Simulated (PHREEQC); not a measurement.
## Brine: speciation

Make-up at 25 °C: 0.71 mol LiCl, 0.2 mol MgSO4 and 0.055 mol MgCl2 per kg of water. Closed to the air; pH follows from the charge balance.

Equilibrium calculation in PHREEQC: Pitzer model, pitzer.dat.

Each row changes one thing in this solution. This is a speciation only: nothing precipitates in the calculation.

```tsv
case	MgOH+ (mol/kgw)	HSO4- (mol/kgw)	SI of Epsomite (MgSO4:7H2O)	SI of Hexahydrite (MgSO4:6H2O)
as made	5.12e-7	4.16e-7	-1.50	-1.77
LiCl from 0.71 to 0.781 mol/kgw	(withheld)	(withheld)	-1.51	-1.78
LiCl left out	(withheld)	(withheld)	-1.35	-1.63
diluted 2-fold with water	(withheld)	2.42e-7	-1.84	-2.11
```

### Question
Fill in the missing entries.

### Answer

- LiCl from 0.71 to 0.781 mol/kgw, MgOH+ (mol/kgw): 5.11e-7
- LiCl from 0.71 to 0.781 mol/kgw, HSO4- (mol/kgw): 4.19e-7
- LiCl left out, MgOH+ (mol/kgw): 5.86e-7
- LiCl left out, HSO4- (mol/kgw): 4.22e-7
- diluted 2-fold with water, MgOH+ (mol/kgw): 3.13e-7

Complexes and solids missing from the database can't appear.
